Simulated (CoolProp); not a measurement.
Aqueous magnesium chloride as a coolant, at 30 °C, 1 atm.

The numbers come from the Melinder's fits for secondary coolants in CoolProp.

| mass % | freezing point (°C) | density (kg/m³) | viscosity (mPa s) | cp (kJ/(kg K)) | conductivity (W/(m K)) |
|---|---|---|---|---|---|
| 1 | -0.7 | 1004 | 0.869 | 4.125 | 0.612 |
| 4.4 | -2.6 | 1032 | 0.951 | 3.938 | 0.605 |
| 7.8 | -5.5 | 1061 | 1.03 | 3.747 | 0.598 |
| 11.1 | -9.9 | 1089 | 1.20 | 3.565 | 0.591 |
| 14.5 | -15.8 | 1120 | 1.44 | 3.392 | 0.581 |
| 17.9 | -23.1 | 1151 | 1.67 | 3.233 | 0.571 |
| 21.3 | -32.9 | 1183 | 2.29 | 3.078 | 0.560 |
| 24.6 | -47.8 | 1219 | 6.57 | 2.909 | 0.549 |
